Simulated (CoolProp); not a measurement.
Properties of sulfur hexafluoride along the isobar 448 kPa.

The numbers come from the reference Helmholtz-energy equation of state, Guder 2009 in CoolProp.

| T (K) | phase | density (kg/m³) | expansivity (1/kK) | viscosity (µPa s) | fugacity coefficient |
|---|---|---|---|---|---|
| 229.5 | liquid | 1816 | (withheld) | 377 | 0.6129 |
| 236.8 | liquid | 1778 | 3.011 | (withheld) | 0.7955 |
| 244.2 | gas | 36.03 | 5.931 | (withheld) | 0.9053 |
| 251.5 | gas | 34.56 | 5.511 | 13.2 | 0.9141 |
| 258.8 | gas | 33.24 | 5.165 | 13.5 | 0.9217 |
| 266.1 | gas | 32.04 | 4.875 | 13.8 | 0.9285 |
| 273.4 | gas | 30.95 | 4.626 | 14.1 | 0.9345 |
| 280.7 | gas | (withheld) | 4.410 | 14.5 | 0.9399 |
| 288 | gas | 29.02 | 4.218 | 14.8 | 0.9447 |
| 295.3 | gas | 28.16 | 4.048 | 15.2 | (withheld) |
| 302.6 | gas | (withheld) | 3.894 | 15.5 | 0.9529 |
| 309.9 | gas | 26.60 | 3.755 | 15.8 | 0.9565 |

Task: Fill in the missing entries.

Result: 
- 229.5, expansivity (1/kK): 2.810
- 236.8, viscosity (µPa s): 337
- 244.2, viscosity (µPa s): 12.9
- 280.7, density (kg/m³): 29.95
- 295.3, fugacity coefficient: 0.9490
- 302.6, density (kg/m³): 27.35

Viscosity comes from a separate model (Quiñones-Cisneros 2012).
